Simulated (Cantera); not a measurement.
An adiabatic, constant-volume homogeneous reactor starts with CO : H2 : CH4 : O2 : N2 = 1 : 0.11 : 0.5 : 3.17 : 27.3 (molar parts), equivalence ratio 0.49, at 1275 K and 20.0 bar. Integrator tolerance rtol = 1e-08.

Model: GRI-Mech 3.0 (53 species, 325 reactions), integrated in Cantera. The pressure lies above the range GRI-Mech 3.0 was tuned for (to about 10 atm).

Q: What does this change do: CO 1 to 1.9 parts?

A: 
```tsv
quantity	before	after
time of steepest temperature rise	0.415 ms	0.366 ms
temperature at 3.00 s	2040 K	2256 K
equilibrium temperature	2040 K	2256 K
x(CO) at 3.00 s	7.07e-5 (gas-phase equilibrium 7.07e-5)	0.000614 (gas-phase equilibrium 0.000614)
x(H2) at 3.00 s	1.10e-5 (gas-phase equilibrium 1.10e-5)	5.16e-5 (gas-phase equilibrium 5.16e-5)
x(CH4) at 3.00 s	<1e-12 (gas-phase equilibrium <1e-12)	<1e-12 (gas-phase equilibrium <1e-12)
x(O2) at 3.00 s	0.0490 (gas-phase equilibrium 0.0490)	0.0335 (gas-phase equilibrium 0.0335)
x(H2O2) at 3.00 s	9.18e-8 (gas-phase equilibrium 9.18e-8)	1.45e-7 (gas-phase equilibrium 1.45e-7)
```
